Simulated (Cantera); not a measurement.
Feed: 1 mol Al(CH3)3, 0.49 mol O2, 26 mol N2, at 1.33 mbar.

Equilibrium computed with Cantera from the NASA thermochemical tables; the gas is ideal and each condensed phase is pure. Candidate condensed phases: Al, AlN, Al2O3, C, C6H6, C7H8, C8H18, H2O; 148 gas species. The feed counts by its element totals alone. Kinetics and transport are ignored. All values below are at 1873 K.

Base state: N2 0.797, H2 0.133, Al 0.0305, CO 0.0301, H 0.00645, HCN 0.00282, AlH 0.000153, HNC 0.000125 (mole fractions); condensed: C(graphite).

Task: What changes in the equilibrium state with this change: pressure from 1.33 mbar to 13.3 mbar?

Result: 
| species | before | after |
|---|---|---|
| N2 | 0.797 | 0.820 |
| H2 | 0.133 | 0.142 |
| CO | 0.0301 | 0.0315 |
| Al | 0.0305 | 0.00112 |
| AlH | 0.000153 | 1.84e-5 |
| Al2O | 1.14e-5 | 1.62e-6 |
| H | 0.00645 | 0.00211 |
| C(graphite), mol | 1.92 | 1.92 |
| AlN(s), mol | 0 | 0.965 |

Task: What changes in the equilibrium state with this change: pressure from 1.33 mbar to 32.0 Pa?

Result: 
```json
[
 {"species": "N2", "before": "0.797", "after": "0.794"},
 {"species": "H2", "before": "0.133", "after": "0.130"},
 {"species": "Al", "before": "0.0305", "after": "0.0305"},
 {"species": "H", "before": "0.00645", "after": "0.0130"},
 {"species": "CO", "before": "0.0301", "after": "0.0300"},
 {"species": "Al2O", "before": "1.14e-5", "after": "6.56e-7"},
 {"species": "AlH", "before": "0.000153", "after": "7.40e-5"},
 {"species": "C(graphite), mol", "before": "1.92", "after": "1.92"}
]
```
